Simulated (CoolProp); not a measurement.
Vapour-liquid equilibrium of n-decane (1) + n-dodecane (2) at 71.8 kPa; x and y are mole fractions of (1).

Values from CoolProp's multi-fluid Helmholtz-energy mixture model, Lemmon 2006 and Lemmon 2004; pair parameters Bell 2016.

Q: Give the bubble temperature and the first vapour's composition at x = 0.05, 0.125, 0.425. Is there an azeotrope?

A: x = 0.05: 472.5 K, y = 0.117; x = 0.125: 468.1 K, y = 0.271; x = 0.425: 453.2 K, y = 0.678. No azeotrope shows between x = 0.05 and 0.95.

The pair parameters rest on a limited set of measurements; away from them the model extrapolates.
